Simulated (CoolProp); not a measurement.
Vapour pressure (MPa) of R236FA: the reference equation beside estimates from Tc = 398.1 K, pc = 3.191 MPa, ω = 0.377. Clausius-Clapeyron is anchored at 285.5 K with a constant enthalpy of vaporisation of 23.15 kJ/mol.

Computed with CoolProp (reference Helmholtz-energy equation of state, Pan 2012).

| T (K) | reference | Lee-Kesler | Clausius-Clapeyron | van der Waals | Peng-Robinson |
|---|---|---|---|---|---|
| 285.5 | 0.1744 | 0.1743 | 0.1744 | 0.7232 | 0.1736 |
| 292.7 | 0.2258 | 0.2262 | 0.2216 | 0.8183 | 0.2248 |
| 299.9 | 0.2882 | 0.2892 | 0.2785 | 0.9211 | 0.2870 |
| 307.1 | 0.3631 | 0.3647 | 0.3462 | 1.032 | 0.3618 |
| 314.3 | 0.4519 | 0.4543 | 0.4261 | 1.151 | 0.4508 |
| 321.5 | 0.5564 | 0.5594 | 0.5196 | 1.278 | 0.5556 |
| 328.7 | 0.6782 | 0.6818 | 0.6281 | 1.414 | 0.6782 |
| 335.9 | 0.8193 | 0.8233 | 0.7531 | 1.558 | 0.8204 |
| 343.1 | 0.9814 | 0.9856 | 0.8962 | 1.712 | 0.9842 |
| 350.3 | 1.167 | 1.171 | 1.059 | 1.874 | 1.172 |
| 357.5 | 1.377 | 1.382 | 1.243 | 2.046 | 1.385 |
| 364.8 | 1.620 | 1.624 | 1.452 | 2.229 | 1.630 |
| 372 | 1.890 | 1.894 | 1.683 | 2.420 | 1.903 |

Absolute difference from the reference over all 13 rows, mean and median: Lee-Kesler 0.4 and 0.4 %, Clausius-Clapeyron 6.7 and 7.4 %, van der Waals 131.8 and 108.5 %, Peng-Robinson 0.4 and 0.4 %.
